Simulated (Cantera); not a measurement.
Feed: 1 mol HMDSO, 0.63 mol N₂O, 140 mol N₂, held at 1648.15 K and 100000 Pa.

These are equilibrium values from Cantera (NASA tables, ideal gas, pure condensed phases), not measurements of a reactor. Candidate condensed phases: C, C₆H₆, C₇H₈, C₈H₁₈, H₂O, Si, SiC, SiO₂, Si₂N₂O, Si₃N₄; 151 gas species. The feed counts by its element totals alone. Rates play no part.

Base state: N₂ 0.935, H₂ 0.0599, CO 0.00422, HCN 0.000647, H 2.18e-5, HNC 1.69e-5 (mole fractions); condensed: C(graphite) + Si₂N₂O(s).

Q: What changes in the equilibrium state with this change: pressure from 100000 Pa to 350 Pa?

A: 
| species | before | after |
|---|---|---|
| N₂ | 0.935 | 0.929 |
| H₂ | 0.0599 | 0.0590 |
| CO | 0.00422 | 0.0107 |
| SiO | 4.38e-6 | 3.70e-5 |
| H | 2.18e-5 | 0.000366 |
| HCN | 0.000647 | 0.000640 |
| HNC | 1.69e-5 | 1.67e-5 |
| C(graphite), mol | 5.27 | 2.28 |
| Si₂N₂O(s), mol | 1.000 | 0 |
| SiC(s), mol | 0 | 1.99 |
